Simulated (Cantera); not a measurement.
Pyrogenic steam for wet oxidation

An isothermal, constant-pressure homogeneous reactor starts with 22.3 % H₂, 13.1 % O₂, 58.9 % N₂, 5.76 % H₂O, equivalence ratio 0.85, at 1225 K and 90.0 Torr.

Detailed kinetics in Cantera: the H2/O2 subset of GRI-Mech 3.0, which has no nitrogen chemistry. The temperature is held fixed by assumption; the heat of reaction is taken as removed at once.

```json
[
 {"t (s)": "3.00e-5", "x H₂": "0.223", "x O₂": "0.131", "x H₂O": "0.0576", "x HO₂": "1.17e-8", "x O": "2.56e-9", "x OH": "1.53e-9", "x H₂O₂": "3.51e-11"},
 {"t (s)": "0.000184", "x H₂": "0.222", "x O₂": "0.131", "x H₂O": "0.0576", "x HO₂": "7.56e-7", "x O": "3.75e-6", "x OH": "2.19e-6", "x H₂O₂": "4.27e-9"},
 {"t (s)": "0.00113", "x H₂": "0.0247", "x O₂": "0.0389", "x H₂O": "0.253", "x HO₂": "7.15e-6", "x O": "0.00697", "x OH": "0.00416", "x H₂O₂": "1.09e-6"},
 {"t (s)": "0.00692", "x H₂": "0.00339", "x O₂": "0.0235", "x H₂O": "0.310", "x HO₂": "4.21e-6", "x O": "0.000470", "x OH": "0.00115", "x H₂O₂": "1.05e-6"},
 {"t (s)": "0.0424", "x H₂": "0.000108", "x O₂": "0.0221", "x H₂O": "0.315", "x HO₂": "6.95e-7", "x O": "1.33e-5", "x OH": "0.000193", "x H₂O₂": "1.61e-7"},
 {"t (s)": "0.260", "x H₂": "4.77e-6", "x O₂": "0.0221", "x H₂O": "0.315", "x HO₂": "3.99e-8", "x O": "6.52e-7", "x OH": "4.31e-5", "x H₂O₂": "1.40e-8"},
 {"t (s)": "1.60", "x H₂": "4.96e-7", "x O₂": "0.0221", "x H₂O": "0.315", "x HO₂": "5.39e-9", "x O": "7.21e-8", "x OH": "1.43e-5", "x H₂O₂": "1.80e-9"},
 {"t (s)": "9.78", "x H₂": "1.39e-7", "x O₂": "0.0221", "x H₂O": "0.315", "x HO₂": "3.40e-9", "x O": "1.95e-8", "x OH": "7.46e-6", "x H₂O₂": "5.19e-10"},
 {"t (s)": "60.0", "x H₂": "1.30e-7", "x O₂": "0.0221", "x H₂O": "0.315", "x HO₂": "3.40e-9", "x O": "1.82e-8", "x OH": "7.20e-6", "x H₂O₂": "4.84e-10"}
]
```
x: mole fraction; the columns are a selection and need not sum to one.

Equilibrium at this temperature and pressure: H₂ 1.30e-7, O₂ 0.0221, H₂O 0.315, HO₂ 3.40e-9, O 1.82e-8, OH 7.20e-6, H₂O₂ 4.84e-10 (gas phase only).
